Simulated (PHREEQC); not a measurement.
Solution A (57 mmol/kgw KOH and 1.6 mmol/kgw H3BO3) is mixed with solution B (0.96 mmol/kgw H2S, 1.3 mmol/kgw HCl and 0.081 mmol/kgw CdCl2) at 25 °C; shares are by mass of water, 1 kg in all. The system is closed to oxygen. The system is closed to CO2. Solids allowed: Cd(OH)2, CdOHCl, Greenockite, Cd(BO2)2. Others were left out.

Model: ion-association model, wateq4f.dat, run in PHREEQC.

| share of solution B | pH | Greenockite (mol) | H2S (mol/kgw) | CdHS+ (mol/kgw) | HS- (mol/kgw) | Cd(HS)2 (mol/kgw) |
|---|---|---|---|---|---|---|
| 0 | 12.65 | 0 | 0 | 0 | 0 | 0 |
| 0.1 | 12.60 | 8.10e-6 | … | 0 | … | 0 |
| 0.2 | 12.55 | 1.62e-5 | 1.99e-10 | 0 | 0.000101 | 0 |
| 0.3 | 12.50 | 2.43e-5 | … | 0 | 0.000161 | 0 |
| 0.4 | 12.43 | 3.24e-5 | 6.20e-10 | 0 | 0.000230 | 0 |
| 0.5 | 12.35 | 4.05e-5 | … | 0 | 0.000308 | 0 |
| 0.6 | … | 4.86e-5 | 1.68e-9 | 0 | 0.000398 | 0 |
| 0.7 | 12.11 | 5.67e-5 | 2.94e-9 | 0 | 0.000501 | 0 |
| 0.8 | 11.91 | 6.48e-5 | 5.93e-9 | 0 | 0.000620 | 0 |
| 0.9 | 11.50 | 7.29e-5 | 1.94e-8 | 0 | 0.000755 | 0 |
| 1 | 2.85 | 8.10e-5 | 0.000879 | 2.55e-9 | 7.48e-8 | 4.00e-10 |

### Question
Fill in the missing entries.

### Answer

- 0.1, H2S (mol/kgw): 8.26e-11
- 0.1, HS- (mol/kgw): 4.74e-5
- 0.3, H2S (mol/kgw): 3.68e-10
- 0.5, H2S (mol/kgw): 1.01e-9
- 0.6, pH: 12.25

Species that the database lacks are ignored. The polysulfide entries of wateq4f.dat were taken out for this run. The database's pK near 12.9 for HS-/S-2 is now thought far too low, so its S-2 is overstated.
